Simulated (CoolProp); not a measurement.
Vapour-liquid equilibrium of diethyl ether (1) + acetone (2) at 171 kPa; x and y are mole fractions of (1).

Values from CoolProp's multi-fluid Helmholtz-energy mixture model, Thol 2014 and Lemmon 2006; pair parameters Bell 2016.

```csv
x,bubble temperature (°C),y at the bubble point,dew temperature at overall composition x (°C),liquid density (mol/L)
0.05,69.6,0.120,71.2,12.36
0.125,65.9,0.271,69.5,12.06
0.2,62.7,0.391,67.7,11.77
0.275,60.1,0.487,65.8,11.48
0.35,57.8,0.564,63.9,11.20
0.425,56.0,0.626,61.8,10.92
0.5,54.5,0.679,59.7,10.66
0.575,53.3,0.725,57.5,10.40
0.65,52.3,0.767,55.3,10.15
0.725,51.5,0.807,53.3,9.914
0.8,50.9,0.849,51.7,9.689
0.875,50.4,0.896,50.6,9.476
0.95,50.1,0.953,50.1,9.274
```

No azeotrope shows between x = 0.05 and 0.95.

The pair parameters rest on a limited set of measurements; away from them the model extrapolates.
